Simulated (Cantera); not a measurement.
Cantera run:

```python
import numpy as np
import cantera as ct

gas_names = """
    Ca CaF CaF2 CaO CaOH CaO2H2 Ca2 F FO FO2 F2 F2O H HF HOF HO2 H2 H2F2 H2O H2O2 H3F3 H4F4 H5F5 H6F6
    H7F7 O OH O2 O3
""".split()
cond_names = """
    Ca(a) Ca(b) Ca(L) CaF2(a) CaF2(b) CaF2(L) CaO(s) CaO(L) CaO2H2(s) H2O(s) H2O(L)
""".split()


def load(file, names, dense=False):
    # The tables refer to 1 bar. Condensed volumes are neglected.
    table = {s.name: s for s in ct.Species.list_from_file(file)}
    out = []
    for n in names:
        d = dict(table[n].input_data)
        d["thermo"] = dict(d["thermo"], **{"reference-pressure": 1e5})
        if dense:
            d["equation-of-state"] = {"model": "constant-volume", "density": "1e6 g/cm^3"}
        out.append(ct.Species.from_dict(d))
    return out


gas = ct.Solution(thermo="ideal-gas", species=load("nasa_gas.yaml", gas_names))
cond = {s.name: ct.Solution(thermo="fixed-stoichiometry", species=[s], name=s.name)
        for s in load("nasa_condensed.yaml", cond_names, dense=True)}
atoms = {
    'CaO': {'Ca': 1, 'O': 1},
    'F2': {'F': 2},
    'H2': {'H': 2},
}
top_T = {}  # K; cautious upper limits of use, not melting points


def equilibrate(T, P, feed):
    n = {}
    for name, mol in feed.items():
        for a, k in atoms[name].items():
            n[a] = n.get(a, 0.0) + k * mol
    gas.TPX = T, P, n
    mass = sum(n.values()) * gas.mean_molecular_weight
    gas.equilibrate("TP")
    valid = [c for c in cond.values() if c.min_temp <= T <= top_T.get(c.name, c.max_temp)]
    mix = ct.Mixture([(gas, mass / gas.mean_molecular_weight)] + [(c, 0.0) for c in valid])
    mix.T, mix.P = T, P
    mix.equilibrate("TP", solver="vcs", rtol=1e-11, max_steps=5000)
    return mix


results = []
T = 998.15  # K
P = 133.322  # Pa
for m in [0.57, 2.5, 4.4, 6.3, 8.3, 10, 12]:
    feed = {'CaO': 1, 'F2': m, 'H2': 28}  # mol
    mix = equilibrate(T, P, feed)
    results.append((T, P, feed, dict(zip(mix.species_names, mix.species_moles))))
    x = sorted(zip(gas.X, gas.species_names), reverse=True)
    print(f"T = {T:g} K  P = {P:g} Pa  n(F2) = {m:g} mol  gas = {mix.phase_moles(0):.4g} mol")
    print("   x: " + "  ".join(f"{s} {v:.3e}" for v, s in x if v > 0.0001))
    print("   condensed (mol): " + ("  ".join(f"{mix.phase(i).name} {mix.phase_moles(i):.4g}"
          for i in range(1, mix.n_phases) if mix.phase_moles(i) > 1e-12) or "none"))
```

Result:

```
T = 998.15 K  P = 133.322 Pa  n(F2) = 0.57 mol  gas = 28 mol
   x: H2 9.795e-01  H2O 2.024e-02  HF 2.280e-04
   condensed (mol): CaF2(a) 0.5668  CaO(s) 0.4332
T = 998.15 K  P = 133.322 Pa  n(F2) = 2.5 mol  gas = 29.5 mol
   x: H2 8.644e-01  HF 1.017e-01  H2O 3.390e-02
   condensed (mol): CaF2(a) 1
T = 998.15 K  P = 133.322 Pa  n(F2) = 4.4 mol  gas = 31.4 mol
   x: H2 7.516e-01  HF 2.166e-01  H2O 3.185e-02
   condensed (mol): CaF2(a) 1
T = 998.15 K  P = 133.322 Pa  n(F2) = 6.3 mol  gas = 33.3 mol
   x: H2 6.517e-01  HF 3.183e-01  H2O 3.003e-02
   condensed (mol): CaF2(a) 1
T = 998.15 K  P = 133.322 Pa  n(F2) = 8.3 mol  gas = 35.3 mol
   x: H2 5.581e-01  HF 4.136e-01  H2O 2.833e-02
   condensed (mol): CaF2(a) 1
T = 998.15 K  P = 133.322 Pa  n(F2) = 10 mol  gas = 37 mol
   x: H2 4.865e-01  HF 4.865e-01  H2O 2.703e-02
   condensed (mol): CaF2(a) 1
T = 998.15 K  P = 133.322 Pa  n(F2) = 12 mol  gas = 39 mol
   x: HF 5.641e-01  H2 4.103e-01  H2O 2.564e-02
   condensed (mol): CaF2(a) 1
```

Method: chemical equilibrium by Gibbs-energy minimisation in Cantera with the NASA 1993 tables (ideal gas, pure condensed phases).
